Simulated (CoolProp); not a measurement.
The numbers come from the reference Helmholtz-energy equation of state, Thol 2016 in CoolProp.

**Question.** For R1234ze(E), give the phase and the cp (kJ/(kg K)), cv (kJ/(kg K)), viscosity (µPa s) at 366.9 K and 1.01 bar.

**Answer.** 
- 366.9 K and 1.01 bar: gas; cp 0.985, cv 0.908, viscosity 15.2

Viscosity comes from a separate model (Bell 2016), an estimate that may be off by 10 % or more.
